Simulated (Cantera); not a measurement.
Cantera run:

```python
import numpy as np
import cantera as ct

gas_names = """
    H H2 N NH NH2 NH3 N2 N2H2 N2H4 Si SiH SiH2 SiH3 SiH4 SiN Si2 Si2N Si3
""".split()
cond_names = """
    Si(cr) Si(L) Si3N4(a)
""".split()


# ... load() reads the species with a 1 bar reference pressure and builds the phases ...
atoms = {
    'trisilylamine': {'Si': 3, 'N': 1, 'H': 9},
    'N2': {'N': 2},
}
top_T = {'Si3N4(a)': 2400}  # K; cautious upper limits of use, not melting points


# ... equilibrate(T, P, feed) seeds the gas with the atoms and calls Mixture.equilibrate('TP', solver="vcs", rtol=1e-11, max_steps=5000) ...
results = []
feed = {'trisilylamine': 1, 'N2': 12}  # mol
P = 5.6  # Pa
for T in [725, 875, 1025, 1175, 1325, 1475, 1625, 1775, 1925, 2075]:
    mix = equilibrate(T, P, feed)
    results.append((T, P, feed, dict(zip(mix.species_names, mix.species_moles))))

top = {s: max(r[3][s] / sum(r[3][g] for g in gas_names) for r in results) for s in gas_names}
cols = sorted((s for s in top if top[s] > 1e-05), key=lambda s: -top[s])[:6]
seen = [c for c in cond_names if any(r[3].get(c, 0) > 1e-12 for r in results)]
print("log10 of partial pressures in bar; condensed amounts in mol")
print(f"{'T/K':>10s}" + "".join(f"{s[:9]:>10s}" for s in cols + seen))
for T, P, feed, n in results:
    ng = sum(n[g] for g in gas_names)
    print(f"{T:10.4g}" + "".join(f"{np.log10(max(n[s] / ng * P / 1e5, 1e-99)):10.3f}" for s in cols)
          + "".join(f"{n.get(c, 0):10.4g}" for c in seen))
```

It prints:

```
log10 of partial pressures in bar; condensed amounts in mol
       T/K        N2        H2        Si         H       Si2       SiH    Si(cr)     Si(L)  Si3N4(a)
       725    -4.407    -4.775   -33.830   -15.417   -50.972   -32.870         0         0         1
       875    -4.407    -4.775   -25.207   -12.687   -37.579   -25.183         0         0         1
      1025    -4.407    -4.775   -19.117   -10.748   -28.125   -19.760         0         0         1
      1175    -4.407    -4.775   -14.593    -9.299   -21.104   -15.733         0         0         1
      1325    -4.407    -4.775   -11.103    -8.174   -15.689   -12.629         0         0         1
      1475    -4.407    -4.776    -8.330    -7.275   -11.392   -10.166         0         0    0.9996
      1625    -4.388    -4.835    -6.788    -6.569    -9.325    -8.906     2.948         0         0
      1775    -4.407    -4.868    -5.659    -5.972    -7.911    -8.004         0     2.276         0
      1925    -4.468    -4.971    -5.094    -5.505    -7.495    -7.669         0         0         0
      2075    -4.486    -5.098    -5.108    -5.123    -8.133    -7.899         0         0         0
```

These are equilibrium values from Cantera (NASA tables, ideal gas, pure condensed phases), not measurements of a reactor. The feed counts by its element totals alone. The tables' values for SiN are old estimates; treat these amounts as uncertain.
